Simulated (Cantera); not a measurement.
Mixture: CO : H2 : O2 : N2 : H2O : CO2 = 1 : 0.051 : 0.542 : 2.04 : 0.99 : 0.11 (molar parts), equivalence ratio 0.97, at 100000 Pa, adiabatic and at constant pressure. Ignition delay is the time to a rise of 400 K.

Model: GRI-Mech 3.0 (53 species, 325 reactions), integrated in Cantera. Where the delays flatten at high temperature, the 400 K rule measures the pace of heat release, not the induction time.

Predict: delay at 1098 K; delay at 1148 K; delay at 1198 K; delay at 1248 K; delay at 1298 K; delay at 1348 K; apparent activation energy between 1248 and 1348 K.


| Property | Result |
|---|---|
| delay at 1098 K | 0.805 ms |
| delay at 1148 K | 0.383 ms |
| delay at 1198 K | 0.239 ms |
| delay at 1248 K | 0.171 ms |
| delay at 1298 K | 0.132 ms |
| delay at 1348 K | 0.108 ms |
| apparent activation energy between 1248 and 1348 K | 63 kJ/mol |
